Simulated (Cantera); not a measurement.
**Equilibrium for abatement and gas-phase synthesis: H₂S + O₂**

A closed system holds: 1 mol H₂S, 0.31 mol O₂.

Equilibrium computed with Cantera from the NASA thermochemical tables; the gas is ideal and each condensed phase is pure. Candidate condensed phases: H₂O, H₂SO₄, S; 19 gas species. The ideal-gas law is rough above about 30 bar. Rates play no part.

**Question.** Map the stable condensed phases over T = 925, 975, 1025, 1075, 1125, 1175, 1225, 1275, 1325 K and P in Pa = 10, 65, 420, 2700, 17000, 110000, 720000, 4700000, 30000000.

**Answer.** 
```
T in K \ P in Pa
               10       65      420     2700    17000   110000   720000  4700000 30000000
   1325         A        A        A        A        A        A        A        A        A
   1275         A        A        A        A        A        A        A        A        A
   1225         A        A        A        A        A        A        A        A        A
   1175         A        A        A        A        A        A        A        A        B
   1125         A        A        A        A        A        A        A        A        B
   1075         A        A        A        A        A        A        A        A        B
   1025         A        A        A        A        A        A        A        A        B
    975         A        A        A        A        A        A        A        B        B
    925         A        A        A        A        A        A        A        B        B
```
A: gas only; B: S.
